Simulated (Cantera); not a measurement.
A closed system holds: 1 mol FeCl3, 3.3 mol H2, equilibrated at 1050 K.

Equilibrium computed with Cantera from the NASA thermochemical tables; the gas is ideal and each condensed phase is pure. Candidate condensed phases: Fe, FeCl2, FeCl3; 11 gas species. Mutual solubility and eutectic melting of coexisting phases are not modelled. The numbers say what is thermodynamically allowed, not how fast it happens.

x: gas mole fraction; n: condensed amount in mol.

| P (Pa) | x H2 | x HCl | x FeCl2 | x Fe2Cl4 | x FeCl3 | n Fe(α) | n FeCl2(l) |
|---|---|---|---|---|---|---|---|
| 0.100 | 0.467 | 0.441 | 0.0920 | 4.25e-8 | … | 0.559 | 0 |
| 0.560 | 0.467 | 0.441 | 0.0920 | 2.38e-7 | … | 0.559 | 0 |
| 3.20 | 0.467 | 0.441 | 0.0920 | 1.36e-6 | … | 0.559 | 0 |
| 18 | 0.467 | 0.441 | 0.0920 | 7.66e-6 | … | 0.559 | 0 |
| 100 | 0.467 | 0.441 | 0.0919 | 4.25e-5 | … | 0.558 | 0 |
| 560 | 0.467 | 0.441 | 0.0917 | 0.000237 | … | 0.557 | 0 |
| 3200 | 0.469 | 0.439 | 0.0907 | 0.00133 | … | 0.552 | 0 |
| 18000 | 0.477 | 0.431 | 0.0859 | 0.00668 | … | 0.527 | 0 |
| 100000 | 0.596 | 0.349 | 0.0451 | 0.0103 | … | 0.248 | 0.471 |

### Question
Complete the blanks.

### Answer

- 0.100, x FeCl3: 8.27e-8
- 0.560, x FeCl3: 1.96e-7
- 3.20, x FeCl3: 4.68e-7
- 18, x FeCl3: 1.11e-6
- 100, x FeCl3: 2.61e-6
- 560, x FeCl3: 6.17e-6
- 3200, x FeCl3: 1.45e-5
- 18000, x FeCl3: 3.17e-5
- 100000, x FeCl3: 2.85e-5
